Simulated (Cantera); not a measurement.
Feed: 1 mol Ti, 0.052 mol H₂O, 18 mol H₂, held at 1625 °C and 1 atm.

Method: chemical equilibrium by Gibbs-energy minimisation in Cantera with the NASA 1993 tables (ideal gas, pure condensed phases). Candidate condensed phases: H₂O, Ti, TiO, TiO₂, Ti₂O₃, Ti₃O₅, Ti₄O₇; 12 gas species. Mutual solubility and eutectic melting of coexisting phases are not modelled. TiO: taken at fixed stoichiometry. Condensed phases not in the tables: N, O or C dissolved in the metal. The numbers say what is thermodynamically allowed, not how fast it happens.

Base state: H₂ 0.999, H 0.000776 (mole fractions); condensed: Ti(β) + TiO(s).

Problem. What changes in the equilibrium state with this change: Ti replaced by Cu?

Solution. 
| species | before | after |
|---|---|---|
| H₂ | 0.999 | 0.995 |
| H₂O | 6.04e-7 | 0.00287 |
| Cu | 0 | 0.00156 |
| H | 0.000776 | 0.000775 |
| Ti(β), mol | 0.948 | 0 |
| TiO(s), mol | 0.0520 | 0 |
| Cu(l), mol | 0 | 0.972 |
Further candidate phases: Cu, CuO, Cu(OH)₂, Cu₂O.

Problem. What changes in the equilibrium state with this change: Ti replaced by Pb?

Solution. 
| species | before | after |
|---|---|---|
| H₂ | 0.999 | 0.944 |
| Pb | 0 | 0.0524 |
| H₂O | 6.04e-7 | 0.00273 |
| Pb₂ | 0 | 1.67e-5 |
| H | 0.000776 | 0.000754 |
| Ti(β), mol | 0.948 | 0 |
| TiO(s), mol | 0.0520 | 0 |
Further candidate phases: Pb, PbO, PbO₂, Pb₃O₄.
